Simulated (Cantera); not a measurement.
Cantera run, input and output.

```python
import numpy as np
import cantera as ct

gas = ct.Solution("gri30.yaml")


def delay(T, t_max=10):
    gas.TPX = T, 86000, {'CH4': 1, 'O2': 0.952, 'N2': 3.58}
    reactor = ct.IdealGasConstPressureReactor(gas, clone=False)
    net = ct.ReactorNet([reactor])
    net.rtol, net.atol = 1e-8, 1e-16
    while net.time < t_max:
        t_old, T_old = net.time, reactor.T
        net.step()
        if reactor.T > T + 400:  # ignition: a rise of 400 K
            return t_old + (T + 400 - T_old) / (reactor.T - T_old) * (net.time - t_old)
    return np.nan


taus = []
for T in [1125, 1175, 1225, 1275, 1325, 1375, 1425, 1475]:
    taus.append(delay(T))
    print(f"T0 = {T:6g} K   tau = {taus[-1]:.4e} s")
```

Output:

```
T0 =   1125 K   tau = 2.4329e-01 s
T0 =   1175 K   tau = 1.1380e-01 s
T0 =   1225 K   tau = 5.5339e-02 s
T0 =   1275 K   tau = 2.7838e-02 s
T0 =   1325 K   tau = 1.4432e-02 s
T0 =   1375 K   tau = 7.6975e-03 s
T0 =   1425 K   tau = 4.2255e-03 s
T0 =   1475 K   tau = 2.3930e-03 s
```

Detailed kinetics in Cantera: GRI-Mech 3.0 (53 species, 325 reactions).
